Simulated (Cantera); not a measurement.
Input (Python, Cantera) and output of one run.

```python
import numpy as np
import cantera as ct

gas_names = """
    CL CLO CL2 Mg MgCL MgCL2 MgO Mg2 O O2 O3 Ti TiCL TiCL2 TiCL3 TiCL4 TiO TiOCL TiOCL2 TiO2
""".split()
cond_names = """
    Mg(cr) Mg(L) MgCL2(s) MgCL2(L) MgO(s) MgO(L) MgTiO3(s) MgTiO3(L) MgTi2O5(s) MgTi2O5(L) Mg2TiO4(s)
    Mg2TiO4(L) Ti(a) Ti(b) Ti(L) TiCL2(s) TiCL3(s) TiCL4(L) TiO(a) TiO(b) TiO(L) TiO2(ru) TiO2(L)
    Ti2O3(a) Ti2O3(b) Ti2O3(L) Ti3O5(a) Ti3O5(b) Ti3O5(L) Ti4O7(s) Ti4O7(L)
""".split()


# ... load() reads the species with a 1 bar reference pressure and builds the phases ...
atoms = {
    'TiO2': {'Ti': 1, 'O': 2},
    'MgCl2': {'Mg': 1, 'CL': 2},
    'O2': {'O': 2},
}
top_T = {'TiCL2(s)': 1300, 'TiCL3(s)': 1000}  # K; cautious upper limits of use, not melting points


# ... equilibrate(T, P, feed) seeds the gas with the atoms and calls Mixture.equilibrate('TP', solver="vcs", rtol=1e-11, max_steps=5000) ...
results = []
feed = {'TiO2': 1, 'MgCl2': 0.15, 'O2': 0.7}  # mol
T = 848.15  # K
P = 260000  # Pa
mix = equilibrate(T, P, feed)
results.append((T, P, feed, dict(zip(mix.species_names, mix.species_moles))))
print(gas.report(threshold=1e-05))
for i in range(1, mix.n_phases):
    print(f"{mix.phase(i).name:16s} {mix.phase_moles(i):12.5e} mol")
```

It prints:

```
       temperature   848.15 K
          pressure   2.6e+05 Pa
           density   1.4573 kg/m^3
  mean mol. weight   39.527 kg/kmol
   phase of matter   gas

                          1 kg             1 kmol
                     ---------------   ---------------
          enthalpy        4.5389e+05        1.7941e+07  J
   internal energy        2.7549e+05        1.0889e+07  J
           entropy            6032.5        2.3845e+05  J/K
    Gibbs function       -4.6625e+06        -1.843e+08  J
 heat capacity c_p            877.11             34670  J/K
 heat capacity c_v            666.76             26355  J/K

                      mass frac. Y      mole frac. X     chem. pot. / RT
                     ---------------   ---------------   ---------------
               CL2           0.34716           0.19354           -29.211
                O2           0.65283           0.80645           -25.396
     [  +18 minor]         7.976e-06        8.4042e-06

Mg(cr)            0.00000e+00 mol
MgCL2(s)          0.00000e+00 mol
MgO(s)            0.00000e+00 mol
MgTiO3(s)         0.00000e+00 mol
MgTi2O5(s)        1.50000e-01 mol
Mg2TiO4(s)        0.00000e+00 mol
Ti(a)             0.00000e+00 mol
TiCL2(s)          0.00000e+00 mol
TiCL3(s)          0.00000e+00 mol
TiCL4(L)          0.00000e+00 mol
TiO(a)            0.00000e+00 mol
TiO2(ru)          7.00000e-01 mol
Ti2O3(b)          0.00000e+00 mol
Ti3O5(b)          0.00000e+00 mol
Ti4O7(s)          0.00000e+00 mol
```

These are equilibrium values from Cantera (NASA tables, ideal gas, pure condensed phases), not measurements of a reactor. Condensed phases not in the tables: TiOCl, alloys, solid solutions and most ternary compounds.
